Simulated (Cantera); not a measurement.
**Thermodynamics of nitride etching, feed Si₃N₄ + O₂**

A closed system holds: 1 mol Si₃N₄, 0.67 mol O₂, held at 0.120 bar.

Equilibrium computed with Cantera from the NASA thermochemical tables; the gas is ideal and each condensed phase is pure. Candidate condensed phases: Si, SiO₂, Si₂N₂O, Si₃N₄; 16 gas species. Mutual solubility and eutectic melting of coexisting phases are not modelled. The tables' values for SiN are old estimates; treat these amounts as uncertain. Rates play no part.

| T (K) | x N₂ | x SiO | x Si | x Si₂N | n Si₂N₂O(s) | n Si₃N₄(s) | n Si(l) |
|---|---|---|---|---|---|---|---|
| 800 | 1.00 | <1e-12 | <1e-12 | <1e-12 | 1.34 | 0.107 | 0 |
| 900 | 1.00 | <1e-12 | <1e-12 | <1e-12 | 1.34 | 0.107 | 0 |
| 1000 | 1.00 | <1e-12 | <1e-12 | <1e-12 | 1.34 | 0.107 | 0 |
| 1100 | 1.00 | <1e-12 | <1e-12 | <1e-12 | 1.34 | 0.107 | 0 |
| 1200 | 1.00 | 4.68e-12 | <1e-12 | <1e-12 | 1.34 | 0.107 | 0 |
| 1300 | 1.00 | 4.16e-10 | <1e-12 | <1e-12 | 1.34 | 0.107 | 0 |
| 1400 | 1.00 | 1.93e-8 | 9.03e-12 | <1e-12 | 1.34 | 0.107 | 0 |
| 1500 | 1.000 | 5.29e-7 | 4.72e-10 | 1.70e-12 | 1.34 | 0.107 | 0 |
| 1600 | 1.000 | 9.51e-6 | 1.49e-8 | 1.37e-10 | 1.34 | 0.107 | 0 |
| 1700 | 1.000 | 0.000121 | 3.13e-7 | 6.55e-9 | 1.34 | 0.107 | 0 |
| 1800 | 0.999 | 0.00114 | 4.64e-6 | 2.01e-7 | 1.34 | 0.107 | 0 |
| 1900 | 0.991 | 0.00853 | 5.18e-5 | 4.27e-6 | 1.34 | 0.108 | 0 |
| 2000 | 0.932 | 0.0680 | 0.000363 | 4.15e-5 | 1.29 | 0 | 0.372 |
| 2100 | 0.598 | 0.401 | 0.00111 | 7.42e-5 | 0 | 0 | 1.66 |
x: gas mole fraction; n: condensed amount in mol.

From 800 K to 1900 K the condensed part is Si₂N₂O(s) + Si₃N₄(s). At 2000 K the condensed part is Si(l) + Si₂N₂O(s). At 2100 K the condensed part is Si(l).
